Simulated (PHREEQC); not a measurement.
Solution (80 °C): 0.0019 mol CuSO4, 5e-05 mol HBF4 and 4.4e-05 mol NaCl per kg of water. Closed to the air; pH follows from the charge balance.

Computed with PHREEQC (ion-association model, wateq4f.dat).

Question: The ionic strength comes out as 0.00639 mol/kgw. What activity coefficients do Na+, Cu+2, SO4-2, HSO4-, Cl- get?

Answer: Na+ 0.91, Cu+2 0.70, SO4-2 0.69, HSO4- 0.91, Cl- 0.91.

Precipitation was switched off in this run. At this temperature some constants are extrapolated from 25 °C, and those without enthalpy data are left unchanged. Real BF4- forms and hydrolyses slowly; the run takes it at equilibrium.
